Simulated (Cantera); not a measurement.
**Equilibrium for silicon carbide growth: SiF4 + C2H2 + H2**

Charge: 1 mol SiF4, 0.053 mol C2H2, a varied amount of H2, held at 1200 K and 0.100 bar.

Method: chemical equilibrium by Gibbs-energy minimisation in Cantera with the NASA 1993 tables (ideal gas, pure condensed phases). Candidate condensed phases: C, C6H6, C7H8, C8H18, Si, SiC; 113 gas species. The tables' values for SiF3 are old estimates; treat these amounts as uncertain. Rates play no part.

```csv
n(H2) (mol),x H2,x SiF4,x CH4,x HF,x SiHF3,x SiF3,x SiH2F2,x SiF2,n C(graphite),n SiC(s)
40,0.973,0.0234,0.00150,0.000965,0.000777,0.000161,1.26e-5,1.21e-6,0.0447,0
61,0.982,0.0154,0.00152,0.000869,0.000572,0.000118,1.04e-5,9.93e-7,0.00926,0.00242
82,0.986,0.0114,0.00124,0.000766,0.000483,9.96e-5,1.00e-5,9.53e-7,0,0.00333
100,0.988,0.00933,0.00101,0.000693,0.000438,9.00e-5,1.01e-5,9.54e-7,0,0.00360
120,0.990,0.00774,0.000844,0.000631,0.000399,8.20e-5,1.01e-5,9.54e-7,0,0.00387
140,0.992,0.00661,0.000723,0.000584,0.000369,7.58e-5,1.01e-5,9.54e-7,0,0.00411
170,0.993,0.00541,0.000594,0.000529,0.000334,6.85e-5,1.01e-5,9.53e-7,0,0.00444
```
x: gas mole fraction; n: condensed amount in mol.

At 40 mol H2 the condensed part is C(graphite). At 61 mol H2 the condensed part is C(graphite) + SiC(s). From 82 mol H2 to 170 mol H2 the condensed part is SiC(s). The main Si-bearing gas is SiF4 throughout.
